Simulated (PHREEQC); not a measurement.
## Copper plating or etch bath: an equilibrium model

Solution (30 °C): 0.003 mol CuCl2, 3.8e-05 mol H2SO4 and 0.00097 mol FeCl3 per kg of water. Closed to the air; pH follows from the charge balance.

Equilibrium calculation in PHREEQC: ion-association model, phreeqc.dat.

This is a speciation only: nothing precipitates in the calculation.

Problem. Predict the pH.

Solution. pH 3.01.

Problem. In which forms is Fe present?

Solution. FeOH+2 63 %, Fe(OH)2+ 18 %, Fe+3 11 %, Fe2(OH)2+4 4.4 %, FeCl+2 2.0 %, FeSO4+ 0.9 % of the Fe.

Examples of supersaturated solids here: Hematite (slow to form), Goethite (slow to form). Others may be too.
